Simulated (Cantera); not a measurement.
Feed: 1 mol BN, 1.4 mol HF, 98 mol H2, equilibrated at 1873 K and 0.0158 Torr.

Method: chemical equilibrium by Gibbs-energy minimisation in Cantera with the NASA 1993 tables (ideal gas, pure condensed phases). Candidate condensed phases: B, BN; 31 gas species. The tables' values for BF2 are old estimates; treat these amounts as uncertain. Rates play no part.

Base state: H2 0.852, H 0.130, BF 0.00925, N2 0.00466, HF 0.00368, BF2 4.97e-5 (mole fractions); condensed: gas only.

### Question
What changes in the equilibrium state with this change: temperature from 1873 K to 1048 K?

### Answer
```tsv
species	before	after
H2	0.852	0.992
BF3	2.43e-7	0.00380
HF	0.00368	0.00266
H	0.130	1.68e-6
BF	0.00925	1.77e-8
BHF2	2.98e-7	1.55e-5
BF2	4.97e-5	1.46e-6
N2	0.00466	0.00191
BN(s), mol	0	0.621
```

### Question
What changes in the equilibrium state with this change: temperature from 1873 K to 773 K?

### Answer
```csv
species,before,after
H2,0.852,0.992
BF3,2.43e-7,0.00431
N2,0.00466,0.00215
H,0.130,<1e-9
BF,0.00925,<1e-9
BF2,4.97e-5,<1e-9
HF,0.00368,0.00116
"BN(s), mol",0,0.572
```

### Question
What changes in the equilibrium state with this change: temperature from 1873 K to 1073 K?

### Answer
```json
[
 {"species": "H2", "before": "0.852", "after": "0.992"},
 {"species": "BF3", "before": "2.43e-7", "after": "0.00375"},
 {"species": "HF", "before": "0.00368", "after": "0.00280"},
 {"species": "H", "before": "0.130", "after": "3.04e-6"},
 {"species": "BF", "before": "0.00925", "after": "5.56e-8"},
 {"species": "BHF2", "before": "2.98e-7", "after": "2.02e-5"},
 {"species": "BF2", "before": "4.97e-5", "after": "2.82e-6"},
 {"species": "BN(s), mol", "before": "0", "after": "0.625"}
]
```
